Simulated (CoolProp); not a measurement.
Model: reference Helmholtz-energy equation of state, Lemmon 2006, in CoolProp. It is a short technical equation, of lower accuracy than the large ones.

Question: Give the vapour pressure (MPa), vapour density (kg/m³), enthalpy of vaporisation (kJ/kg), liquid cp (kJ/(kg K)) of saturated R142b at 246.3 K.

Answer: 
| T (K) | p (MPa) | vapour density (kg/m³) | enthalpy of vaporisation (kJ/kg) | liquid cp (kJ/(kg K)) |
|---|---|---|---|---|
| 246.3 | 0.0465 | 2.34 | 233 | 1.20 |
